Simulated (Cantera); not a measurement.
Input (Python, Cantera) and output of one run.

```python
import numpy as np
import cantera as ct

gas_names = [...]  # 110 gases of nasa_gas.yaml made of C, H, O
cond_names = """
    C(gr) C6H6(L) C7H8(L) C8H18(L),n-octa H2O(s) H2O(L)
""".split()


# ... load() reads the species with a 1 bar reference pressure and builds the phases ...
atoms = {
    'C6H6': {'C': 6, 'H': 6},
    'H2O': {'H': 2, 'O': 1},
    'H2': {'H': 2},
}
top_T = {'C(gr)': 4500}  # K; cautious upper limits of use, not melting points


# ... equilibrate(T, P, feed) seeds the gas with the atoms and calls Mixture.equilibrate('TP', solver="vcs", rtol=1e-11, max_steps=5000) ...
results = []
feed = {'C6H6': 1, 'H2O': 0.49, 'H2': 1.6}  # mol
P = 31000  # Pa
for T in [1423, 1523, 1623, 1723, 1823, 1923, 2023, 2123, 2223, 2323, 2423, 2523]:
    mix = equilibrate(T, P, feed)
    results.append((T, P, feed, dict(zip(mix.species_names, mix.species_moles))))
    x = sorted(zip(gas.X, gas.species_names), reverse=True)
    print(f"T = {T:g} K  P = {P:g} Pa  gas = {mix.phase_moles(0):.4g} mol")
    print("   x: " + "  ".join(f"{s} {v:.3e}" for v, s in x if v > 0.001))
    print("   condensed (mol): " + ("  ".join(f"{mix.phase(i).name} {mix.phase_moles(i):.4g}"
          for i in range(1, mix.n_phases) if mix.phase_moles(i) > 1e-12) or "none"))
```

It prints:

```
T = 1423 K  P = 31000 Pa  gas = 5.574 mol
   x: H2 9.111e-01  CO 8.782e-02
   condensed (mol): C(gr) 5.505
T = 1523 K  P = 31000 Pa  gas = 5.577 mol
   x: H2 9.115e-01  CO 8.783e-02
   condensed (mol): C(gr) 5.507
T = 1623 K  P = 31000 Pa  gas = 5.578 mol
   x: H2 9.116e-01  CO 8.782e-02
   condensed (mol): C(gr) 5.508
T = 1723 K  P = 31000 Pa  gas = 5.579 mol
   x: H2 9.115e-01  CO 8.781e-02
   condensed (mol): C(gr) 5.508
T = 1823 K  P = 31000 Pa  gas = 5.581 mol
   x: H2 9.111e-01  CO 8.779e-02
   condensed (mol): C(gr) 5.507
T = 1923 K  P = 31000 Pa  gas = 5.584 mol
   x: H2 9.101e-01  CO 8.775e-02  H 1.614e-03
   condensed (mol): C(gr) 5.505
T = 2023 K  P = 31000 Pa  gas = 5.588 mol
   x: H2 9.081e-01  CO 8.768e-02  H 3.251e-03
   condensed (mol): C(gr) 5.5
T = 2123 K  P = 31000 Pa  gas = 5.597 mol
   x: H2 9.047e-01  CO 8.755e-02  H 6.129e-03  C2H2,acetylene 1.498e-03
   condensed (mol): C(gr) 5.493
T = 2223 K  P = 31000 Pa  gas = 5.61 mol
   x: H2 8.991e-01  CO 8.734e-02  H 1.091e-02  C2H2,acetylene 2.609e-03
   condensed (mol): C(gr) 5.48
T = 2323 K  P = 31000 Pa  gas = 5.632 mol
   x: H2 8.901e-01  CO 8.701e-02  H 1.845e-02  C2H2,acetylene 4.310e-03
   condensed (mol): C(gr) 5.461
T = 2423 K  P = 31000 Pa  gas = 5.664 mol
   x: H2 8.768e-01  CO 8.651e-02  H 2.982e-02  C2H2,acetylene 6.785e-03
   condensed (mol): C(gr) 5.432
T = 2523 K  P = 31000 Pa  gas = 5.712 mol
   x: H2 8.576e-01  CO 8.579e-02  H 4.623e-02  C2H2,acetylene 1.021e-02
   condensed (mol): C(gr) 5.391
```

Cantera equilibrium calculation (NASA polynomials, part measured and part estimated; ideal gas, pure solids and liquids).
